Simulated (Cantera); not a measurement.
Feed: 1 mol Si, 0.25 mol N₂O, 230 mol H₂, at 1625 K and 0.210 bar.

Equilibrium computed with Cantera from the NASA thermochemical tables; the gas is ideal and each condensed phase is pure. Candidate condensed phases: H₂O, Si, SiO₂, Si₂N₂O, Si₃N₄; 35 gas species. Mutual solubility and eutectic melting of coexisting phases are not modelled. The numbers say what is thermodynamically allowed, not how fast it happens.

Base state: H₂ 0.999, N₂ 0.000384, SiO 0.000384, H 0.000154 (mole fractions); condensed: Si(s) + Si₂N₂O(s).

### Question
What changes in the equilibrium state with this change: temperature from 1625 K to 1123 K?

### Answer
```
species           before    after
--------------  --------  -------
H₂                 0.999     1.00
H               0.000154  9.29e-8
N₂              0.000384    <1e-9
SiO             0.000384    <1e-9
Si(s), mol         0.587    0.500
Si₂N₂O(s), mol     0.162    0.250
```

### Question
What changes in the equilibrium state with this change: temperature from 1625 K to 1825 K?

### Answer
```json
[
 {"species": "H₂", "before": "0.999", "after": "0.997"},
 {"species": "SiO", "before": "0.000384", "after": "0.00108"},
 {"species": "N₂", "before": "0.000384", "after": "0.00108"},
 {"species": "H", "before": "0.000154", "after": "0.000959"},
 {"species": "Si", "before": "7.76e-7", "after": "2.17e-5"},
 {"species": "SiH", "before": "7.08e-7", "after": "1.05e-5"},
 {"species": "SiH₂", "before": "6.60e-6", "after": "3.55e-5"},
 {"species": "Si(s), mol", "before": "0.587", "after": "0"},
 {"species": "Si₂N₂O(s), mol", "before": "0.162", "after": "0"},
 {"species": "Si(l), mol", "before": "0", "after": "0.734"}
]
```
Gases not in the tables: Si₂H₆ and higher silanes.
